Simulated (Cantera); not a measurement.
**(CH3)2SiCl2 + C3H8 + H2 (silicon carbide growth)**

Charge: 1 mol (CH3)2SiCl2, 0.06 mol C3H8, 10 mol H2, at 2050 °C.

Equilibrium computed with Cantera from the NASA thermochemical tables; the gas is ideal and each condensed phase is pure. Candidate condensed phases: C, C6H6, C7H8, C8H18, Si, SiC; 109 gas species. The feed counts by its element totals alone. The tables' values for SiCl, SiCl3 are old estimates; treat these amounts as uncertain. Gases not in the tables: Si2H6 and higher silanes. Rates play no part.

From 1.00 mbar to 3.20 mbar the condensed part is C(graphite). From 10.0 mbar to 1.00 bar the condensed part is C(graphite) + SiC(s). The main Si-bearing gas is Si at 1.00 mbar and SiCl2 at 1.00 bar.

| P (Pa) | x H2 | x H | x HCl | x Si | x Cl | x SiC2 | n C(graphite) | n SiC(s) |
|---|---|---|---|---|---|---|---|---|
| 100 | 0.572 | 0.260 | 0.0828 | 0.0451 | 0.0271 | 0.00673 | 1.82 | 0 |
| 320 | 0.669 | 0.157 | 0.0966 | 0.0423 | 0.0163 | 0.00632 | 1.81 | 0 |
| 1000 | 0.754 | 0.0946 | 0.110 | 0.0174 | 0.00990 | 0.00260 | 1.42 | 0.542 |
| 3200 | 0.804 | 0.0546 | 0.119 | 0.00545 | 0.00581 | 0.000814 | 1.23 | 0.804 |
| 10000 | 0.829 | 0.0314 | 0.124 | 0.00174 | 0.00337 | 0.000260 | 1.17 | 0.883 |
| 32000 | 0.843 | 0.0177 | 0.127 | 0.000545 | 0.00191 | 8.14e-5 | 1.15 | 0.910 |
| 100000 | 0.851 | 0.0100 | 0.128 | 0.000174 | 0.00109 | 2.60e-5 | 1.14 | 0.919 |
x: gas mole fraction; n: condensed amount in mol.
